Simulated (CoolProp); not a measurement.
Vapour-liquid equilibrium of R114 (1) + benzene (2) at 51.75 °C; x and y are mole fractions of (1).

The numbers come from the multi-fluid Helmholtz-energy mixture model, Platzer 1990 and Thol 2012; pair parameters Bell 2016 in CoolProp. This equation is an older, rougher fit; its heat capacities, sound speeds and derivatives of the liquid may be far off and weren't checked against measurements.

```tsv
x	bubble pressure (kPa)	y at the bubble point	dew pressure at overall composition x (kPa)	liquid density (mol/L)
0.05	97.41	0.613	40.69	10.66
0.125	163.9	0.779	44.13	[?]
0.2	[?]	[?]	48.20	10.21
0.275	247.4	0.865	53.08	9.983
0.35	275.1	0.884	59.06	9.764
0.425	297.9	0.898	66.55	9.547
0.5	318.1	0.909	76.20	9.333
0.575	337.3	[?]	89.08	9.123
0.65	356.6	[?]	107.2	8.916
0.725	376.8	0.943	134.2	8.713
0.8	398.6	0.955	178.8	[?]
0.875	[?]	0.970	261.1	[?]
0.95	449.0	0.987	389.4	8.127
```

Problem. Complete the blanks.

Solution. 
- 0.125, liquid density (mol/L): 10.43
- 0.2, bubble pressure (kPa): 211.8
- 0.2, y at the bubble point: 0.836
- 0.575, y at the bubble point: 0.920
- 0.65, y at the bubble point: 0.931
- 0.8, liquid density (mol/L): 8.514
- 0.875, bubble pressure (kPa): 422.5
- 0.875, liquid density (mol/L): 8.318

No azeotrope shows between x = 0.05 and 0.95.

Pair parameters are fitted to limited data, so mixtures are less certain than the pure fluids. With so large a gap from Raoult's law the liquid may split in two, which this calculation doesn't test in full.
